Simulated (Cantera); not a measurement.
An isothermal, constant-pressure homogeneous reactor starts with 12.9 % H2, 10.8 % O2, 76.3 % N2, at 1000 K and 0.247 atm.

Model: the H2/O2 subset of GRI-Mech 3.0, which has no nitrogen chemistry, integrated in Cantera. The temperature is held fixed by assumption; the heat of reaction is taken as removed at once.

x: mole fraction; the columns are a selection and need not sum to one.

| t (s) | x H2 | x O2 | x H2O | x O | x OH | x H2O2 |
|---|---|---|---|---|---|---|
| 8.00e-6 | 0.129 | 0.108 | <1e-12 | 1.01e-12 | <1e-12 | <1e-12 |
| 4.11e-5 | 0.129 | 0.108 | 5.11e-11 | 1.63e-11 | 6.10e-12 | <1e-12 |
| 0.000211 | 0.129 | 0.108 | 7.68e-9 | 9.17e-10 | 3.17e-10 | 2.94e-12 |
| 0.00109 | 0.0546 | 0.0751 | 0.0639 | ___ | 0.00155 | 1.15e-6 |
| 0.00558 | 0.000698 | 0.0463 | 0.137 | ___ | 6.31e-5 | 1.20e-6 |
| 0.0287 | 8.57e-5 | 0.0460 | 0.138 | ___ | 1.47e-5 | 3.79e-7 |
| 0.147 | 3.61e-6 | 0.0460 | 0.138 | ___ | 4.88e-6 | 3.97e-8 |
| 0.757 | 2.86e-8 | 0.0460 | 0.138 | ___ | 1.67e-6 | 5.68e-9 |
| 3.89 | 1.93e-9 | 0.0460 | 0.138 | ___ | 6.72e-7 | 1.01e-9 |
| 20.0 | 3.52e-10 | 0.0460 | 0.138 | 3.36e-10 | 2.92e-7 | 2.00e-10 |

Complete the blanks.


- 0.00109, x O: 0.00331
- 0.00558, x O: 3.33e-5
- 0.0287, x O: 2.18e-6
- 0.147, x O: 1.15e-7
- 0.757, x O: 1.09e-8
- 3.89, x O: 1.77e-9
